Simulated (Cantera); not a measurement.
A diamond (100) surface in a fixed gas of H2 with x(CH4) = 0.012, x(H) = 0.012, x(CH3) = 5.8e-05, 61.5 Torr; coverages are run to steady state.

Detailed kinetics in Cantera: the Harris–Goodwin 1993 mechanism for the reconstructed diamond (100) surface.

θ: site fractions in the mechanism's names (c6HH fully hydrogenated, c6H* and c6*H radical sites, c6** diradical, c6HM methylated).

| T (K) | growth (µm/h) | θ c6HH | θ c6H* | θ c6*H | θ c6** | θ c6HM |
|---|---|---|---|---|---|---|
| 925 | 1.72 | 0.664 | 0.0124 | 0.313 | 0.00546 | (withheld) |
| 975 | 2.23 | 0.617 | 0.0163 | 0.354 | 0.00813 | (withheld) |
| 1025 | 2.77 | 0.573 | 0.0207 | 0.392 | 0.0116 | (withheld) |
| 1075 | 3.27 | 0.530 | 0.0255 | 0.425 | 0.0159 | (withheld) |
| 1125 | 3.57 | 0.491 | 0.0306 | 0.455 | 0.0211 | (withheld) |
| 1175 | 3.47 | 0.455 | 0.0359 | 0.480 | 0.0271 | (withheld) |
| 1225 | 2.91 | 0.423 | 0.0413 | 0.501 | 0.0340 | (withheld) |
| 1275 | 2.22 | 0.393 | 0.0467 | 0.518 | 0.0416 | (withheld) |
| 1325 | 1.73 | 0.366 | 0.0520 | 0.532 | 0.0499 | (withheld) |
| 1375 | 1.50 | 0.342 | 0.0573 | 0.542 | 0.0587 | (withheld) |

Task: Some entries are withheld; supply them.

Result: 
- 925, θ c6HM: 0.00363
- 975, θ c6HM: 0.00291
- 1025, θ c6HM: 0.00234
- 1075, θ c6HM: 0.00185
- 1125, θ c6HM: 0.00140
- 1175, θ c6HM: 0.000956
- 1225, θ c6HM: 0.000560
- 1275, θ c6HM: 0.000281
- 1325, θ c6HM: 0.000127
- 1375, θ c6HM: 5.51e-5
